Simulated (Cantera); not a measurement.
A Cantera script and what it prints.

```python
import numpy as np
import cantera as ct

gas_names = """
    N TaO2 NO
""".split()
cond_names = """
    Ta2O5(s) Ta2O5(L)
""".split()


def load(file, names, dense=False):
    # The tables refer to 1 bar. Condensed volumes are neglected.
    table = {s.name: s for s in ct.Species.list_from_file(file)}
    out = []
    for n in names:
        d = dict(table[n].input_data)
        d["thermo"] = dict(d["thermo"], **{"reference-pressure": 1e5})
        if dense:
            d["equation-of-state"] = {"model": "constant-volume", "density": "1e6 g/cm^3"}
        out.append(ct.Species.from_dict(d))
    return out


species = {s.name: s for s in load("nasa_gas.yaml", gas_names) + load("nasa_condensed.yaml", cond_names)}
# Each term lists the table entries of one substance; the one whose range holds T is used.
reactions = {
    'Ta2O5 + N(g) = 2 TaO2(g) + NO(g)':
        [(-1, ['Ta2O5(s)', 'Ta2O5(L)']), (-1, ['N']), (2, ['TaO2']), (1, ['NO'])],
}


def pick(names, T):
    return next(species[n] for n in names if species[n].thermo.min_temp <= T <= species[n].thermo.max_temp)


results = []
for label, terms in reactions.items():
    print(label)
    print("     T/K   dH/kJ  dS/(J/K)   dG/kJ   log10 K")
    for T in [300, 1550, 1650, 1750, 1850, 1950, 2050, 2150, 2250, 2350, 2450]:
        used = [(nu, pick(names, T)) for nu, names in terms]
        dH = sum(nu * s.thermo.h(T) for nu, s in used) / 1e6
        dS = sum(nu * s.thermo.s(T) for nu, s in used) / 1e3
        dG = dH - T * dS / 1e3
        logK = -dG * 1e6 / (ct.gas_constant * T * np.log(10))
        results.append((label, T, dH, dS, dG, logK, [s.name for _, s in used]))
        print(f"{T:8g} {dH:8.1f} {dS:8.1f} {dG:8.1f} {logK:8.2f}")
```

Output:

```
Ta2O5 + N(g) = 2 TaO2(g) + NO(g)
     T/K   dH/kJ  dS/(J/K)   dG/kJ   log10 K
     300   1262.8    474.6   1120.5  -195.09
    1550   1194.3    390.2    589.6   -19.87
    1650   1187.9    386.1    550.8   -17.44
    1750   1181.4    382.3    512.4   -15.29
    1850   1174.9    378.7    474.3   -13.39
    1950   1168.3    375.2    436.6   -11.70
    2050   1161.6    371.9    399.3   -10.17
    2150   1030.8    308.4    367.7    -8.93
    2250   1019.7    303.4    337.1    -7.83
    2350   1008.7    298.6    307.0    -6.82
    2450    997.7    294.0    277.4    -5.91
```

Source: NASA polynomial tables (part measured, part estimated), evaluated in Cantera. Condensed species are held in their standard states even where they would react or evaporate.
